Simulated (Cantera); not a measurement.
Charge: 1 mol SiH2Cl2, a varied amount of HCl, 7.4 mol N2, at 4.70 mbar.

Cantera equilibrium calculation (NASA polynomials, part measured and part estimated; ideal gas, pure solids and liquids). Candidate condensed phases: NH4Cl, Si, Si3N4; 28 gas species. N2 is the only nitrogen source here; it is nearly inert below about 1500 K, so the nitride shown seldom forms there in practice. The tables' values for SiCl3 are old estimates. Rates play no part.

What condenses at these points (T in K, n(HCl) in mol): (1125, 0.32); (1425, 0.078); (1725, 0.66); (1025, 0.32); (1125, 0.66)?


| T (K) | n(HCl) in mol | condensed phases | Si condensed (%) |
|---|---|---|---|
| 1125 | 0.32 | Si3N4 | 81.0 |
| 1425 | 0.078 | Si3N4 | 66.6 |
| 1725 | 0.66 | gas only | 0.0 |
| 1025 | 0.32 | Si3N4 | 79.9 |
| 1125 | 0.66 | Si3N4 | 77.7 |
